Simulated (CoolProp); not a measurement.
Computed with CoolProp (reference Helmholtz-energy equation of state, Gedanitz 2015).

Task: Give the vapour pressure (MPa), liquid density (kg/m³), vapour density (kg/m³), enthalpy of vaporisation (kJ/kg) of saturated cyclopentane at 418, 421.2 K.

Result: 
```csv
T (K),p (MPa),liquid density (kg/m³),vapour density (kg/m³),enthalpy of vaporisation (kJ/kg)
418,1.07,601,26.4,300
421.2,1.13,597,28.1,296
```
